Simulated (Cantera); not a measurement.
**NO annealing gas**

An isothermal, constant-pressure homogeneous reactor starts with NO : N₂ = 1 : 0.25 (molar parts), at 2050 K and 11.3 Torr.

Cantera simulation using GRI-Mech 3.0 (53 species, 325 reactions); the numbers are that mechanism's predictions, not measurements. Radical loss at walls, strong at low pressure, is not modelled.

| t (s) | x NO | x O₂ | x N₂O | x N₂ | x NO₂ | x O |
|---|---|---|---|---|---|---|
| 0.000600 | 0.800 | 6.64e-8 | 9.39e-6 | 0.200 | 3.80e-8 | 9.64e-6 |
| 0.00155 | 0.800 | 4.50e-7 | 2.36e-5 | 0.200 | 2.31e-7 | 2.53e-5 |
| 0.00398 | 0.800 | 3.11e-6 | 5.71e-5 | 0.200 | 1.24e-6 | 6.79e-5 |
| 0.0103 | 0.800 | 2.32e-5 | 0.000125 | 0.200 | 5.12e-6 | 0.000191 |
| 0.0264 | 0.799 | 0.000187 | 0.000215 | 0.200 | 1.37e-5 | 0.000526 |
| 0.0681 | 0.796 | 0.00129 | 0.000231 | 0.202 | 2.25e-5 | 0.00108 |
| 0.175 | 0.786 | 0.00571 | 0.000204 | 0.206 | 2.96e-5 | 0.00142 |
| 0.452 | 0.760 | 0.0185 | 0.000179 | 0.219 | 4.22e-5 | 0.00170 |
| 1.16 | 0.687 | 0.0549 | 0.000130 | 0.256 | 6.38e-5 | 0.00227 |
| 3.00 | 0.493 | 0.151 | 5.58e-5 | 0.352 | 7.86e-5 | 0.00331 |
x: mole fraction; the columns are a selection and need not sum to one.

Equilibrium at this temperature and pressure: NO 0.0104, O₂ 0.391, N₂O 6.20e-8, N₂ 0.593, NO₂ 2.76e-6, O 0.00500 (gas phase only).
